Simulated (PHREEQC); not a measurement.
Consider water at 25 °C with 0.0028 mol H2SO4, 3.6e-05 mol Al2(SO4)3 and 4.6e-05 mol Fe2(SO4)3 per kg of water. Closed to the air; pH follows from the charge balance.

Model: ion-association model, wateq4f.dat, run in PHREEQC.

| quantity | before | after |
|---|---|---|
| pH | 2.35 | 2.43 |
| ionic strength (mol/kgw) | 0.00737 | 0.00564 |
| SO4-2 (mol/kgw) | 0.00218 | 0.00129 |
| HSO4- (mol/kgw) | 0.000732 | 0.00168 |
| AlSO4+ (mol/kgw) | 5.00e-5 | 5.11e-5 |
| Al+3 (mol/kgw) | 1.95e-5 | 1.78e-5 |
| SI of Gibbsite (Al(OH)3) | -6.09 | -3.08 |
| SI of Boehmite (AlOOH) | -6.57 | -2.89 |

Q: Name the change that produced these shifts.
(A) diluted 5-fold with water
(B) temperature from 25 to 85 °C
(C) Al2(SO4)3 from 3.6e-05 to 3.96e-05 mol/kgw
(D) H2SO4 from 0.0028 to 0.00056 mol/kgw
(E) Fe2(SO4)3 replaced by NH4HSO4 at the same molality

A: B, temperature from 25 to 85 °C

No solid was allowed to form. Some of these states are supersaturated (in Hematite (slow to form), Goethite (slow to form), for instance). Constants without temperature data keep their 25 °C values here.
